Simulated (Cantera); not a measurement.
Cantera run:

```python
import numpy as np
import cantera as ct

gas_names = [...]  # 127 gases of nasa_gas.yaml made of C, Fe, H, O, S
cond_names = """
    C(gr) C6H6(L) C7H8(L) C8H18(L),n-octa Fe(a) Fe(c) Fe(d) Fe(L) FeC5O5(L) FeO(s) FeO(L) Fe(OH)2(s)
    Fe(OH)3(s) FeS(a) FeS(b) FeS(c) FeS(L) FeSO4(s) FeS2(s) Fe2O3(s) Fe2S3O12(s) Fe3O4(s) H2O(s) H2O(L)
    H2SO4(L) S(cr1) S(cr2) S(L)
""".split()


# ... load() reads the species with a 1 bar reference pressure and builds the phases ...
atoms = {
    'FeS': {'Fe': 1, 'S': 1},
    'H2S': {'H': 2, 'S': 1},
    'CO2': {'C': 1, 'O': 2},
}
top_T = {'C(gr)': 4500, 'FeSO4(s)': 950, 'FeS2(s)': 1010, 'Fe2O3(s)': 1830, 'Fe2S3O12(s)': 1100, 'Fe3O4(s)': 1870}  # K; cautious upper limits of use, not melting points


# ... equilibrate(T, P, feed) seeds the gas with the atoms and calls Mixture.equilibrate('TP', solver="vcs", rtol=1e-11, max_steps=5000) ...
results = []
feed = {'FeS': 1, 'H2S': 0.17, 'CO2': 0.1}  # mol
T = 1350  # K
P = 1333.22  # Pa
mix = equilibrate(T, P, feed)
results.append((T, P, feed, dict(zip(mix.species_names, mix.species_moles))))
print(gas.report(threshold=1e-05))
for i in range(1, mix.n_phases):
    print(f"{mix.phase(i).name:16s} {mix.phase_moles(i):12.5e} mol")
```

Result:

```
       temperature   1350 K
          pressure   1333.2 Pa
           density   0.0035648 kg/m^3
  mean mol. weight   30.012 kg/kmol
   phase of matter   gas

                          1 kg             1 kmol
                     ---------------   ---------------
          enthalpy       -1.4779e+06       -4.4354e+07  J
   internal energy       -1.8518e+06       -5.5578e+07  J
           entropy            9816.4        2.9461e+05  J/K
    Gibbs function        -1.473e+07       -4.4208e+08  J
 heat capacity c_p            1351.8             40572  J/K
 heat capacity c_v            1074.8             32257  J/K

                      mass frac. Y      mole frac. X     chem. pot. / RT
                     ---------------   ---------------   ---------------
                CO           0.18524           0.19848           -42.224
               COS         0.0054419         0.0027189            -54.73
               CO2           0.13666          0.093199           -71.433
               CS2        4.7778e-05        1.8835e-05           -38.028
                H2          0.014312           0.21307           -24.165
               H2O           0.11801           0.19661           -53.374
               H2S           0.10215          0.089965           -36.671
                 S        2.4468e-05        2.2905e-05           -12.506
                SH         0.0019088         0.0017324           -24.589
                SO        0.00041839        0.00026128           -41.715
               SO2         0.0044076         0.0020651           -70.923
                S2           0.43074           0.20161           -25.012
               S2O        0.00064143        0.00024028           -54.221
     [ +114 minor]        5.3922e-07         9.727e-06

C(gr)             0.00000e+00 mol
Fe(c)             0.00000e+00 mol
FeC5O5(L)         0.00000e+00 mol
FeO(s)            0.00000e+00 mol
Fe(OH)2(s)        0.00000e+00 mol
Fe(OH)3(s)        0.00000e+00 mol
FeS(c)            1.00000e+00 mol
Fe2O3(s)          0.00000e+00 mol
Fe3O4(s)          0.00000e+00 mol
S(L)              0.00000e+00 mol
```

These are equilibrium values from Cantera (NASA tables, ideal gas, pure condensed phases), not measurements of a reactor. FeS: taken at fixed stoichiometry.
